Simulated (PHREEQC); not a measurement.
Copper plating or etch bath: an equilibrium model

Dissolve 0.0077 mol/kgw CuSO4, 0.0011 mol/kgw H2SO4 and 0.011 mol/kgw FeCl3 at 50 °C. Closed to the air; pH follows from the charge balance.

Computed with PHREEQC (ion-association model, phreeqc.dat).

No solid was allowed to form.

Question: Predict the pH, ionic strength.

Answer: pH 2.33; ionic strength 0.0551 mol/kgw.

Question: In which forms is Cl present?

Answer: Cl- 95 %, FeCl+2 2.5 %, CuCl+ 2.3 % of the Cl.

Examples of supersaturated solids here: Hematite (slow to form), Goethite (slow to form). Others may be too. Species that the database lacks are ignored. At this temperature some constants are extrapolated from 25 °C, and those without enthalpy data are left unchanged.
